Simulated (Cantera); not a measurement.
Charge: 1 mol C₂F₆, 0.37 mol HCl, at 1.50 Pa.

Cantera equilibrium calculation (NASA polynomials, part measured and part estimated; ideal gas, pure solids and liquids). Candidate condensed phases: C, C₆H₆, C₇H₈, C₈H₁₈; 118 gas species. The feed counts by its element totals alone. Equilibrium is a limit: real reactors are often held back by kinetics, nucleation or transport.

Problem. What share of the C ends up in condensed phases as a function of T (K), at 2098, 2123, 2148, 2173, 2198, 2223, 2248, 2273, 2298, 2323, 2348, 2373, 2398, 2423?

Solution. 
```
T (K)  C condensed (%)           as
-----  ---------------  -----------
2098              87.7  C(graphite)
2123              89.5  C(graphite)
2148              90.8  C(graphite)
2173              91.8  C(graphite)
2198              92.5  C(graphite)
2223              92.8  C(graphite)
2248              93.0  C(graphite)
2273              92.8  C(graphite)
2298              92.4  C(graphite)
2323              91.5  C(graphite)
2348              90.2  C(graphite)
2373              88.3  C(graphite)
2398              85.4  C(graphite)
2423              81.2  C(graphite)
```
